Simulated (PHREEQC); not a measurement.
# Brine: an equilibrium model

A solution holds 2.4 mol/kgw MgCl2 and 0.076 mol/kgw CaCl2, at 25 °C. Closed to the air; pH follows from the charge balance.

All values are PHREEQC results (Pitzer model, pitzer.dat), not measurements.

Each row changes one thing in this solution. This is a speciation only: nothing precipitates in the calculation.

```
case                               MgOH+ (mol/kgw)  SI of Bischofite (MgCl2:6H2O)  SI of MgCl2_4H2O (MgCl2:4H2O)
---------------------------------  ---------------  -----------------------------  -----------------------------
as made                                    1.48e-6                          -2.90                          -5.08
CaCl2 left out                             1.45e-6                          -2.97                          -5.16
CaCl2 from 0.076 to 0.152 mol/kgw          1.52e-6                          -2.84                          -5.01
MgCl2 from 2.4 to 4.8 mol/kgw              3.58e-6                          -0.66                          -2.35
diluted 2-fold with water                  7.66e-7                          -4.52                          -6.83
```

Complexes and solids missing from the database can't appear.
